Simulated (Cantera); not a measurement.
Charge: 1 mol NiS, 3.3 mol H2, equilibrated at 73.0 Pa.

These are equilibrium values from Cantera (NASA tables, ideal gas, pure condensed phases), not measurements of a reactor. Candidate condensed phases: Ni, NiS, NiS2, Ni3S2, Ni3S4, S; 9 gas species. Kinetics and transport are ignored. All values below are at 1748 K.

Base state: H2 0.839, S2 0.115, SH 0.0117, H2S 0.00994, Ni 0.00818, H 0.00774, S 0.00604, NiS 0.00318 (mole fractions); condensed: Ni(l).

Task: What changes in the equilibrium state with this change: H2 from 3.3 to 860 mol?

Result: 
```csv
species,before,after
H2,0.839,0.989
H,0.00774,0.00841
Ni,0.00818,0.00114
S2,0.115,0.000107
SH,0.0117,0.000387
NiS,0.00318,1.36e-5
S,0.00604,0.000184
H2S,0.00994,0.000358
"Ni(l), mol",0.956,0
```
